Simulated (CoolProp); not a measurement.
Properties of fluorine along the isobar 7.02 MPa.

Values from CoolProp's reference Helmholtz-energy equation of state, de Reuck 1990.

```
T (°C)           phase  expansivity (1/kK)  fugacity coefficient
-------  -------------  ------------------  --------------------
-132.55         liquid               18.10                0.4809
-112.65  supercritical               33.42                0.6952
-92.75   supercritical                 ___                0.7938
-72.85   supercritical                 ___                   ___
-52.85   supercritical                 ___                0.8963
-32.95   supercritical               5.578                   ___
-13.05   supercritical               4.812                0.9460
6.95     supercritical               4.262                0.9616
26.85    supercritical               3.846                0.9735
```

Problem. What belongs in the gaps?

Solution. 
- -92.75, expansivity (1/kK): 13.12
- -72.85, expansivity (1/kK): 8.741
- -72.85, fugacity coefficient: 0.8550
- -52.85, expansivity (1/kK): 6.736
- -32.95, fugacity coefficient: 0.9251
